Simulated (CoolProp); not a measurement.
The fluid at 293.15 K and 0.0932 MPa expands adiabatically to 0.00827 MPa with isentropic efficiency 0.9. The same conditions are run with several fluids, on thermodynamics alone (safety and materials aside).

Model: reference Helmholtz-energy equation of state of each fluid (chlorine: Thol 2021; R134a: Tillner-Roth 1994; R236FA: Pan 2012; R13: Platzer 1990; oxygen: Schmidt 1985), in CoolProp. The equations of Platzer and Polt are older, rougher fits.

### Question
Rank chlorine, R134a, R236FA, R13, oxygen by work (kJ/kg), highest first.

### Answer
oxygen (120), chlorine (57.0), R134a (45.4), R13 (43.2), R236FA (31.6)

```tsv
fluid	final temperature (K)	final phase	final density (kg/m³)
chlorine	194.3	two-phase, vapour fraction 0.960	0.380
R134a	232.2	gas	0.439
R236FA	250.4	gas	0.607
R13	218.4	gas	0.477
oxygen	161.5	gas	0.197
```
